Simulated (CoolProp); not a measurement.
C3F8 (R218) along the isotherm 116.95 °C: Z from the reference equation and from simpler models built on Tc = 71.9 °C, pc = 26.40 bar, ω = 0.317; each cubic takes its own stable root.

Values from CoolProp's reference Helmholtz-energy equation of state, Lemmon 2006. It is a short technical equation, of lower accuracy than the large ones.

```csv
p (bar),phase,reference,Redlich-Kwong,Peng-Robinson
0.632,gas,0.9950,0.9943,0.9940
1.2,gas,0.9904,0.9891,0.9885
2.27,gas,0.9817,0.9793,0.9782
4.31,gas,0.9648,[?],0.9585
8.17,gas,[?],0.9236,0.9206
15.5,gas,0.8638,[?],[?]
29.4,supercritical,0.7160,0.6892,0.7002
55.7,supercritical,0.4857,0.4739,[?]
105,supercritical,0.6056,0.6178,0.5957
200,supercritical,0.9744,0.9658,[?]
```

What belongs in the gaps?


- 4.31, Redlich-Kwong: 0.9604
- 8.17, reference: 0.9316
- 15.5, Redlich-Kwong: 0.8495
- 15.5, Peng-Robinson: 0.8466
- 55.7, Peng-Robinson: 0.5055
- 200, Peng-Robinson: 0.8986
